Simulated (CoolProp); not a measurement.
Toluene along the isotherm 346.85 °C: fugacity coefficient from the reference equation and from simpler models built on Tc = 318.6 °C, pc = 4.126 MPa, ω = 0.266; each cubic takes its own stable root.

Values from CoolProp's reference Helmholtz-energy equation of state, Lemmon 2006. It is a short technical equation, of lower accuracy than the large ones.

```tsv
p (MPa)	phase	reference	van der Waals	Redlich-Kwong	Soave-Redlich-Kwong	Peng-Robinson
0.206	gas	0.9843	0.9868	0.9852	0.9855	0.9837
0.413	gas	0.9687	0.9735	0.9704	0.9711	0.9676
0.619	gas	0.9533	0.9604	0.9558	0.9568	0.9516
0.825	gas	0.9379	0.9473	0.9412	0.9426	0.9358
1.03	gas	0.9228	0.9342	0.9268	0.9286	0.9202
1.24	gas	0.9074	0.9209	0.9121	0.9143	0.9044
1.44	gas	0.8928	0.9082	0.8982	0.9007	0.8895
1.65	gas	0.8776	0.8949	0.8837	0.8866	0.8740
1.86	gas	0.8625	0.8816	0.8693	0.8725	0.8586
2.06	gas	0.8482	0.8689	0.8556	0.8591	0.8441
```
